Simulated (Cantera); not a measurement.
Input (Python, Cantera):

```python
import numpy as np
import cantera as ct

gas = ct.Solution("gri30.yaml", transport_model="mixture-averaged")
show = ['H', 'NH3', 'NO']

rows = []
print(f"{'T/K':>7s}{'rho':>11s}{'cp':>10s}{'mu':>11s}{'lambda':>11s}{'Pr':>7s}" + "".join(f"{'D_' + s:>11s}" for s in show))
for T in [400, 500, 600, 700, 800, 900]:
    gas.TPX = T, 350, {'CO2': 0.47, 'NO': 0.46}
    Pr = gas.cp_mass * gas.viscosity / gas.thermal_conductivity
    D = [gas.mix_diff_coeffs_mole[gas.species_index(s)] for s in show]
    rows.append([gas.density, gas.cp_mass, gas.viscosity, gas.thermal_conductivity, Pr, *D])
    print(f"{T:7g}{gas.density:11.4e}{gas.cp_mass:10.1f}{gas.viscosity:11.4e}"
          f"{gas.thermal_conductivity:11.4e}{Pr:7.3f}" + "".join(f"{d:11.4e}" for d in D))
print("SI units: kg/m3, J/kg/K, Pa s, W/m/K, m2/s")
```

It prints:

```
    T/K        rho        cp         mu     lambda     Pr        D_H      D_NH3       D_NO
    400 3.9025e-03     962.2 2.1207e-05 2.8616e-02  0.713 5.3255e-02 9.3022e-03 7.5550e-03
    500 3.1220e-03    1014.8 2.5344e-05 3.5902e-02  0.716 7.9160e-02 1.4231e-02 1.1224e-02
    600 2.6017e-03    1062.0 2.9122e-05 4.3002e-02  0.719 1.0884e-01 1.9984e-02 1.5425e-02
    700 2.2300e-03    1103.1 3.2624e-05 4.9857e-02  0.722 1.4201e-01 2.6490e-02 2.0120e-02
    800 1.9513e-03    1138.1 3.5908e-05 5.6456e-02  0.724 1.7847e-01 3.3697e-02 2.5279e-02
    900 1.7345e-03    1167.8 3.9013e-05 6.2807e-02  0.725 2.1805e-01 4.1559e-02 3.0878e-02
SI units: kg/m3, J/kg/K, Pa s, W/m/K, m2/s
```

Model: GRI-Mech 3.0 (53 species, 325 reactions), integrated in Cantera.
